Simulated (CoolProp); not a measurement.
Vapour-liquid equilibrium of isohexane (1) + n-heptane (2) at 0.104 MPa; x and y are mole fractions of (1).

The numbers come from the multi-fluid Helmholtz-energy mixture model, Lemmon 2006 and Span 2003; pair parameters Bell 2016 in CoolProp.

### Question
Give the bubble temperature and the first vapour's composition at x = 0.2, 0.8, 0.95. Is there an azeotrope?

### Answer
x = 0.2: 361.3 K, y = 0.418; x = 0.8: 339.3 K, y = 0.929; x = 0.95: 335.4 K, y = 0.985. No azeotrope shows between x = 0.05 and 0.95.

Pair parameters are fitted to limited data, so mixtures are less certain than the pure fluids.
